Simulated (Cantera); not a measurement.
Charge: 1 mol Ti, 27 mol H2, 0.16 mol H2O, held at 47.0 Pa.

Equilibrium computed with Cantera from the NASA thermochemical tables; the gas is ideal and each condensed phase is pure. Candidate condensed phases: H2O, Ti, TiO, TiO2, Ti2O3, Ti3O5, Ti4O7; 12 gas species. Mutual solubility and eutectic melting of coexisting phases are not modelled. TiO: taken at fixed stoichiometry. Condensed phases not in the tables: N, O or C dissolved in the metal. Equilibrium is a limit: real reactors are often held back by kinetics, nucleation or transport.

x: gas mole fraction; n: condensed amount in mol.

```json
[
 {"T (K)": "1048", "x H2": "1.00", "x H": "3.56e-7", "x Ti": "<1e-12", "x TiO": "<1e-12", "x H2O": "<1e-12", "n Ti(α)": "0.840", "n TiO(s)": "0.160", "n Ti(β)": "0"},
 {"T (K)": "1098", "x H2": "1.000", "x H": "1.14e-6", "x Ti": "(withheld)", "x TiO": "<1e-12", "x H2O": "1.25e-12", "n Ti(α)": "0.840", "n TiO(s)": "0.160", "n Ti(β)": "0"},
 {"T (K)": "1148", "x H2": "1.000", "x H": "3.30e-6", "x Ti": "(withheld)", "x TiO": "<1e-12", "x H2O": "4.95e-12", "n Ti(α)": "0.840", "n TiO(s)": "0.160", "n Ti(β)": "0"},
 {"T (K)": "1198", "x H2": "1.000", "x H": "8.77e-6", "x Ti": "(withheld)", "x TiO": "<1e-12", "x H2O": "1.77e-11", "n Ti(α)": "0", "n TiO(s)": "0.160", "n Ti(β)": "0.840"},
 {"T (K)": "1248", "x H2": "1.000", "x H": "2.15e-5", "x Ti": "(withheld)", "x TiO": "1.79e-12", "x H2O": "5.71e-11", "n Ti(α)": "0", "n TiO(s)": "0.160", "n Ti(β)": "0.840"},
 {"T (K)": "1298", "x H2": "1.000", "x H": "4.94e-5", "x Ti": "(withheld)", "x TiO": "1.53e-11", "x H2O": "1.66e-10", "n Ti(α)": "0", "n TiO(s)": "0.160", "n Ti(β)": "0.840"},
 {"T (K)": "1348", "x H2": "1.000", "x H": "0.000107", "x Ti": "(withheld)", "x TiO": "1.10e-10", "x H2O": "4.42e-10", "n Ti(α)": "0", "n TiO(s)": "0.160", "n Ti(β)": "0.840"},
 {"T (K)": "1398", "x H2": "1.000", "x H": "0.000218", "x Ti": "(withheld)", "x TiO": "6.84e-10", "x H2O": "1.09e-9", "n Ti(α)": "0", "n TiO(s)": "0.160", "n Ti(β)": "0.840"},
 {"T (K)": "1448", "x H2": "1.000", "x H": "0.000425", "x Ti": "(withheld)", "x TiO": "3.74e-9", "x H2O": "2.53e-9", "n Ti(α)": "0", "n TiO(s)": "0.160", "n Ti(β)": "0.840"}
]
```

### Question
What belongs in the gaps?

### Answer

- 1098, x Ti: 2.92e-12
- 1148, x Ti: 2.71e-11
- 1198, x Ti: 2.05e-10
- 1248, x Ti: 1.32e-9
- 1298, x Ti: 7.31e-9
- 1348, x Ti: 3.57e-8
- 1398, x Ti: 1.55e-7
- 1448, x Ti: 6.10e-7
